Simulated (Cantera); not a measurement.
A closed system holds: 1 mol S, 4.5 mol H2O, 33 mol N2, equilibrated at 977 °C and 195 Torr.

Equilibrium computed with Cantera from the NASA thermochemical tables; the gas is ideal and each condensed phase is pure. Candidate condensed phases: H2O, H2SO4, S; 35 gas species. Gases not in the tables: S3 to S7. Equilibrium is a limit: real reactors are often held back by kinetics, nucleation or transport.

Q: What is the equilibrium state?

A: 
```
Item                                 Value
-------------------------------  ---------
x(N2)                                0.868
x(H2O)                               0.105
x(H2)                              0.00801
x(S2)                              0.00706
x(SO2)                             0.00662
x(H2S)                             0.00533
x(S2O)                             7.52e-5
x(SO)                              4.05e-5
x(SH)                              3.70e-5
gas amount                       38.03 mol
log10 activity of S(l) (absent)      -2.25
```
